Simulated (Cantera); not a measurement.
A Cantera script and what it prints.

```python
import numpy as np
import cantera as ct

gas_names = [...]  # 77 gases of nasa_gas.yaml made of C, H, Ti
cond_names = """
    C(gr) C6H6(L) C7H8(L) C8H18(L),n-octa Ti(a) Ti(b) Ti(L) TiC(s) TiC(L)
""".split()


# ... load() reads the species with a 1 bar reference pressure and builds the phases ...
atoms = {
    'TiC': {'Ti': 1, 'C': 1},
    'H2': {'H': 2},
    'C': {'C': 1},
}
top_T = {'C(gr)': 4500}  # K; cautious upper limits of use, not melting points


# ... equilibrate(T, P, feed) seeds the gas with the atoms and calls Mixture.equilibrate('TP', solver="vcs", rtol=1e-11, max_steps=5000) ...
results = []
feed = {'TiC': 1, 'H2': 0.24, 'C': 0.52}  # mol
P = 30000  # Pa
for T in [1948, 1998, 2048, 2098, 2148, 2198, 2248, 2298, 2348, 2398, 2448]:
    mix = equilibrate(T, P, feed)
    results.append((T, P, feed, dict(zip(mix.species_names, mix.species_moles))))

top = {s: max(r[3][s] / sum(r[3][g] for g in gas_names) for r in results) for s in gas_names}
cols = sorted((s for s in top if top[s] > 1e-05), key=lambda s: -top[s])[:7]
seen = [c for c in cond_names if any(r[3].get(c, 0) > 1e-12 for r in results)]
print("log10 of partial pressures in bar; condensed amounts in mol")
print(f"{'T/K':>10s}" + "".join(f"{s[:9]:>10s}" for s in cols + seen))
for T, P, feed, n in results:
    ng = sum(n[g] for g in gas_names)
    print(f"{T:10.4g}" + "".join(f"{np.log10(max(n[s] / ng * P / 1e5, 1e-99)):10.3f}" for s in cols)
          + "".join(f"{n.get(c, 0):10.4g}" for c in seen))
```

Result:

```
log10 of partial pressures in bar; condensed amounts in mol
       T/K        H2         H C2H2,acet       CH4       CH3      C4H2       C2H     C(gr)    TiC(s)
      1948    -0.524    -3.209    -3.793    -4.359    -5.744    -7.459    -8.284    0.5197         1
      1998    -0.525    -3.057    -3.645    -4.419    -5.655    -7.161    -7.908    0.5196         1
      2048    -0.525    -2.912    -3.505    -4.476    -5.570    -6.879    -7.550    0.5195         1
      2098    -0.526    -2.775    -3.371    -4.532    -5.490    -6.610    -7.210    0.5193         1
      2148    -0.527    -2.644    -3.245    -4.584    -5.415    -6.354    -6.886    0.5191         1
      2198    -0.528    -2.518    -3.125    -4.635    -5.343    -6.111    -6.577    0.5188         1
      2248    -0.530    -2.399    -3.010    -4.684    -5.275    -5.879    -6.283    0.5184         1
      2298    -0.532    -2.285    -2.901    -4.732    -5.211    -5.658    -6.001    0.5179         1
      2348    -0.535    -2.176    -2.797    -4.779    -5.151    -5.447    -5.732    0.5174         1
      2398    -0.538    -2.072    -2.699    -4.825    -5.094    -5.245    -5.474    0.5167         1
      2448    -0.542    -1.972    -2.605    -4.871    -5.041    -5.053    -5.228    0.5159         1
```

Method: chemical equilibrium by Gibbs-energy minimisation in Cantera with the NASA 1993 tables (ideal gas, pure condensed phases). TiC: taken at fixed stoichiometry.
